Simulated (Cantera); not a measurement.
Charge: 1 mol TiC, 0.0034 mol C, 1.7 mol H2, at 1900 K.

These are equilibrium values from Cantera (NASA tables, ideal gas, pure condensed phases), not measurements of a reactor. Candidate condensed phases: C, C6H6, C7H8, C8H18, Ti, TiC; 77 gas species. TiC: taken at fixed stoichiometry. Kinetics and transport are ignored.

At 460 Pa, list the 3 most abundant gas species with their mole fractions, and the condensed phases.

H2 0.988, H 0.0116, C2H2 (acetylene) 0.000377. Condensed: C(graphite) + TiC(s).
